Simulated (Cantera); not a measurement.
Input (Python, Cantera) and output of one run.

```python
import numpy as np
import cantera as ct

gas_names = """
    B BH BH2 BH3 BN BO BO2 B2 B2O B2O2 B2O3 B3O3H3 H HBO HBO2 HNO HNO2 HNO3 HO2 H2 H2O H2O2 H3B3O6 N NH
    NH2 NH3 NH2OH NO NO2 NO3 N2 N2H2 N2H4 N2O O OH O2 O3
""".split()
cond_names = """
    B(b) B(L) BN(s) B2O3(L) B3O3H3(cr) H2O(s) H2O(L)
""".split()


def load(file, names, dense=False):
    # The tables refer to 1 bar. Condensed volumes are neglected.
    table = {s.name: s for s in ct.Species.list_from_file(file)}
    out = []
    for n in names:
        d = dict(table[n].input_data)
        d["thermo"] = dict(d["thermo"], **{"reference-pressure": 1e5})
        if dense:
            d["equation-of-state"] = {"model": "constant-volume", "density": "1e6 g/cm^3"}
        out.append(ct.Species.from_dict(d))
    return out


gas = ct.Solution(thermo="ideal-gas", species=load("nasa_gas.yaml", gas_names))
cond = {s.name: ct.Solution(thermo="fixed-stoichiometry", species=[s], name=s.name)
        for s in load("nasa_condensed.yaml", cond_names, dense=True)}
atoms = {
    'BN': {'B': 1, 'N': 1},
    'H2O': {'H': 2, 'O': 1},
}
top_T = {'BN(s)': 3200}  # K; cautious upper limits of use, not melting points


def equilibrate(T, P, feed):
    n = {}
    for name, mol in feed.items():
        for a, k in atoms[name].items():
            n[a] = n.get(a, 0.0) + k * mol
    gas.TPX = T, P, n
    mass = sum(n.values()) * gas.mean_molecular_weight
    gas.equilibrate("TP")
    valid = [c for c in cond.values() if c.min_temp <= T <= top_T.get(c.name, c.max_temp)]
    mix = ct.Mixture([(gas, mass / gas.mean_molecular_weight)] + [(c, 0.0) for c in valid])
    mix.T, mix.P = T, P
    mix.equilibrate("TP", solver="vcs", rtol=1e-11, max_steps=5000)
    return mix


results = []
feed = {'BN': 1, 'H2O': 0.34}  # mol
T = 1198.15  # K
P = 2100  # Pa
mix = equilibrate(T, P, feed)
results.append((T, P, feed, dict(zip(mix.species_names, mix.species_moles))))
print(gas.report(threshold=0.0001))
for i in range(1, mix.n_phases):
    print(f"{mix.phase(i).name:16s} {mix.phase_moles(i):12.5e} mol")
```

Output:

```
       temperature   1198.2 K
          pressure   2100 Pa
           density   0.0017989 kg/m^3
  mean mol. weight   8.5335 kg/kmol
   phase of matter   gas

                          1 kg             1 kmol
                     ---------------   ---------------
          enthalpy        3.1289e+06          2.67e+07  J
   internal energy        1.9615e+06        1.6739e+07  J
           entropy             26289        2.2434e+05  J/K
    Gibbs function        -2.837e+07       -2.4209e+08  J
 heat capacity c_p            3719.5             31740  J/K
 heat capacity c_v            2745.1             23425  J/K

                      mass frac. Y      mole frac. X     chem. pot. / RT
                     ---------------   ---------------   ---------------
              HBO2        0.00097782        0.00019044           -101.56
                H2           0.17694           0.74898           -22.126
               H2O         0.0024507         0.0011609           -60.356
                N2            0.8196           0.24966           -30.601
     [  +35 minor]        2.8003e-05        9.3161e-06

B(b)              0.00000e+00 mol
BN(s)             7.73712e-01 mol
B2O3(L)           1.13099e-01 mol
B3O3H3(cr)        0.00000e+00 mol
```

Method: chemical equilibrium by Gibbs-energy minimisation in Cantera with the NASA 1993 tables (ideal gas, pure condensed phases). Mutual solubility and eutectic melting of coexisting phases are not modelled.
